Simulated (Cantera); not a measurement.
An adiabatic, constant-pressure homogeneous reactor starts with 13.4 % CH3OH, 18.2 % O2, 68.5 % N2, equivalence ratio 1.1, at 1275 K and 12.0 bar.

Detailed kinetics in Cantera: GRI-Mech 3.0 (53 species, 325 reactions). GRI-Mech 3.0 was tuned for natural gas; its chemistry of methanol as a main component is partial and can be far from experiment. The pressure lies above the range GRI-Mech 3.0 was tuned for (to about 10 atm).

Question: Predict: time of steepest temperature rise; temperature at 1.00 s; equilibrium temperature; x(O2) at 1.00 s; x(O) at 1.00 s; x(H2O) at 1.00 s; x(H) at 1.00 s.

Answer: 
| Item | Value |
|---|---|
| time of steepest temperature rise | 0.393 ms |
| temperature at 1.00 s | 2789 K |
| equilibrium temperature | 2789 K |
| x(O2) at 1.00 s | 0.00652 (gas-phase equilibrium 0.00652) |
| x(O) at 1.00 s | 0.00122 (gas-phase equilibrium 0.00122) |
| x(H2O) at 1.00 s | 0.218 (gas-phase equilibrium 0.218) |
| x(H) at 1.00 s | 0.00293 (gas-phase equilibrium 0.00293) |
